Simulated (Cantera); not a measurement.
Charge: 1 mol TEOS, 1.2 mol O₂, 13 mol N₂, held at 1150 °C and 0.133 bar.

Equilibrium computed with Cantera from the NASA thermochemical tables; the gas is ideal and each condensed phase is pure. Candidate condensed phases: C, C₆H₆, C₇H₈, C₈H₁₈, H₂O, Si, SiC, SiO₂, Si₂N₂O, Si₃N₄; 151 gas species. The feed counts by its element totals alone. N₂ is the only nitrogen source here; it is nearly inert below about 1500 K, so the nitride shown seldom forms there in practice. The numbers say what is thermodynamically allowed, not how fast it happens.

Base state: N₂ 0.440, H₂ 0.352, CO 0.208, HCN 0.000235, CH₄ 6.28e-5, H₂O 3.00e-5, H 1.08e-5 (mole fractions); condensed: C(graphite) + Si₂N₂O(s).

Q: What changes in the equilibrium state with this change: temperature from 1150 °C to 550 °C?

A: 
| species | before | after |
|---|---|---|
| N₂ | 0.440 | 0.515 |
| H₂ | 0.352 | 0.329 |
| CO | 0.208 | 0.0704 |
| H₂O | 3.00e-5 | 0.0408 |
| CO₂ | 7.82e-6 | 0.0316 |
| CH₄ | 6.28e-5 | 0.0134 |
| H | 1.08e-5 | <1e-9 |
| HCN | 0.000235 | 6.76e-8 |
| NH₃ | 1.46e-6 | 4.30e-5 |
| C(graphite), mol | 2.09 | 5.09 |
| Si₂N₂O(s), mol | 0.500 | 0 |
| SiO₂(α-quartz), mol | 0 | 1.00 |
